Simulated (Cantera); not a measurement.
Feed: 1 mol Al2O3, 14 mol Cl2, equilibrated at 4500 Pa.

Equilibrium computed with Cantera from the NASA thermochemical tables; the gas is ideal and each condensed phase is pure. Candidate condensed phases: Al, AlCl3, Al2O3; 17 gas species. Condensed phases not in the tables: AlOCl. The numbers say what is thermodynamically allowed, not how fast it happens.

x: gas mole fraction; n: condensed amount in mol.

```
T (K)  x Cl2      x Cl   x AlCl3        x O2  n Al2O3(s)
-----  -----  --------  --------  ----------  ----------
848    1.000  0.000126   3.37e-6  (withheld)       1.000
898    1.000  0.000336   1.04e-5  (withheld)       1.000
948    0.999  0.000806   2.85e-5  (withheld)       1.000
998    0.998   0.00178   7.02e-5  (withheld)       1.000
1048   0.996   0.00363  0.000158  (withheld)       0.999
1098   0.992   0.00694  0.000331  (withheld)       0.998
1148   0.986    0.0125  0.000646  (withheld)       0.995
1198   0.976    0.0216   0.00119  (withheld)       0.992
1248   0.961    0.0354   0.00206  (withheld)       0.985
1298   0.938    0.0556   0.00340  (withheld)       0.976
1348   0.906    0.0842   0.00534  (withheld)       0.961
1398   0.863     0.123   0.00800  (withheld)       0.940
1448   0.808     0.172    0.0114  (withheld)       0.912
```

Problem. Complete the blanks.

Solution. 
- 848, x O2: 2.53e-6
- 898, x O2: 7.79e-6
- 948, x O2: 2.13e-5
- 998, x O2: 5.26e-5
- 1048, x O2: 0.000119
- 1098, x O2: 0.000248
- 1148, x O2: 0.000483
- 1198, x O2: 0.000887
- 1248, x O2: 0.00154
- 1298, x O2: 0.00254
- 1348, x O2: 0.00399
- 1398, x O2: 0.00597
- 1448, x O2: 0.00852
